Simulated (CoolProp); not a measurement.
Hydrogen chloride along the isotherm 285.1 K: fugacity coefficient from the reference equation and from simpler models built on Tc = 324.7 K, pc = 83.14 bar, ω = 0.130; each cubic takes its own stable root.

The numbers come from the reference Helmholtz-energy equation of state, Thol 2018 in CoolProp.

```
p (bar)   phase  reference  Redlich-Kwong  Soave-Redlich-Kwong  Peng-Robinson
-------  ------  ---------  -------------  -------------------  -------------
0.657       gas     0.9956         0.9961               0.9960         0.9957
1.02        gas     0.9931         0.9940               0.9938         0.9933
1.59        gas     0.9892         0.9906               0.9904         0.9895
2.48        gas     0.9832         0.9853               0.9850         0.9837
3.86        gas     0.9739         0.9772               0.9767         0.9747
6.02        gas     0.9594         0.9645               0.9637         0.9606
9.37        gas        [?]         0.9448               0.9436         0.9390
14.6        gas     0.9022            [?]               0.9123         0.9055
22.7        gas     0.8485         0.8673               0.8642            [?]
55.1     liquid     0.5035         0.5592               0.5312         0.5158
85.7     liquid     0.3411         0.3832               0.3635         0.3505
133      liquid     0.2378            [?]               0.2572         0.2453
208      liquid     0.1718         0.2005               0.1896         0.1780
```

Q: What belongs in the gaps?

A: 
- 9.37, reference: 0.9370
- 14.6, Redlich-Kwong: 0.9143
- 22.7, Peng-Robinson: 0.8542
- 133, Redlich-Kwong: 0.2715
